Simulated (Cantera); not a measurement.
Cantera run:

```python
import numpy as np
import cantera as ct

gas_names = """
    CL2 B2O2 BCL3 O3
""".split()
cond_names = """

""".split()


# ... load() reads the species with a 1 bar reference pressure and builds the phases ...
species = {s.name: s for s in load("nasa_gas.yaml", gas_names) + load("nasa_condensed.yaml", cond_names)}
# Each term lists the table entries of one substance; the one whose range holds T is used.
reactions = {
    '9 Cl2(g) + 3 B2O2(g) = 6 BCl3(g) + 2 O3(g)':
        [(-9, ['CL2']), (-3, ['B2O2']), (6, ['BCL3']), (2, ['O3'])],
}


def pick(names, T):
    return next(species[n] for n in names if species[n].thermo.min_temp <= T <= species[n].thermo.max_temp)


results = []
for label, terms in reactions.items():
    print(label)
    print("     T/K   dH/kJ  dS/(J/K)   dG/kJ   log10 K")
    for T in [300, 2075, 2175, 2275, 2375, 2475, 2575, 2675, 2775]:
        used = [(nu, pick(names, T)) for nu, names in terms]
        dH = sum(nu * s.thermo.h(T) for nu, s in used) / 1e6
        dS = sum(nu * s.thermo.s(T) for nu, s in used) / 1e3
        dG = dH - T * dS / 1e3
        logK = -dG * 1e6 / (ct.gas_constant * T * np.log(10))
        results.append((label, T, dH, dS, dG, logK, [s.name for _, s in used]))
        print(f"{T:8g} {dH:8.1f} {dS:8.1f} {dG:8.1f} {logK:8.2f}")
```

Output:

```
9 Cl2(g) + 3 B2O2(g) = 6 BCl3(g) + 2 O3(g)
     T/K   dH/kJ  dS/(J/K)   dG/kJ   log10 K
     300   -766.0   -516.6   -611.0   106.38
    2075   -734.6   -494.6    291.8    -7.34
    2175   -731.2   -493.0    341.1    -8.19
    2275   -727.5   -491.4    390.4    -8.96
    2375   -723.7   -489.7    439.4    -9.66
    2475   -719.6   -488.0    488.3   -10.31
    2575   -715.3   -486.3    537.0   -10.89
    2675   -710.9   -484.7    585.6   -11.43
    2775   -706.4   -483.0    634.0   -11.93
```

Cantera with NASA thermochemical tables; ideal gases at 1 bar, condensed phases pure. Condensed species are held in their standard states even where they would react or evaporate.
